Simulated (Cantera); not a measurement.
Reactions in the system Cl-O-Ti

Standard-state values (1 bar) from the NASA 1993 polynomials, evaluated with Cantera. Values are per mole of reaction as written; species without (g) are pure solids or liquids, kept so even where they would boil at 1 bar.

2 TiCl₄(g) → 2 TiCl₃ + Cl₂(g)

```tsv
T (K)	ΔH° (kJ)	ΔS° (J/K)	ΔG° (kJ)	log10 K
300	82.9	-207.0	145.0	-25.25
648	94.2	-181.9	212.0	-17.09
673	95.0	-180.6	216.5	-16.81
698	95.8	-179.5	221.0	-16.54
723	96.6	-178.3	225.5	-16.29
748	97.4	-177.2	230.0	-16.06
773	98.3	-176.1	234.4	-15.84
798	99.1	-175.0	238.8	-15.63
823	100.0	-173.9	243.1	-15.43
848	100.8	-172.9	247.5	-15.24
873	101.7	-171.9	251.8	-15.06
898	102.6	-170.9	256.1	-14.89
```

2 TiO(g) + 3 Cl₂(g) → O₂(g) + 2 TiCl₃(g)

```
T (K)  ΔH° (kJ)  ΔS° (J/K)  ΔG° (kJ)  log10 K
-----  --------  ---------  --------  -------
300     -1187.4     -297.2   -1098.2   191.22
648     -1182.4     -286.6    -996.7    80.34
673     -1182.0     -285.9    -989.5    76.80
698     -1181.5     -285.3    -982.4    73.52
723     -1181.1     -284.7    -975.3    70.46
748     -1180.7     -284.1    -968.2    67.61
773     -1180.2     -283.5    -961.1    64.94
798     -1179.8     -283.0    -954.0    62.44
823     -1179.4     -282.4    -946.9    60.10
848     -1178.9     -281.9    -939.9    57.89
873     -1178.5     -281.4    -932.8    55.81
898     -1178.0     -280.9    -925.8    53.85
```
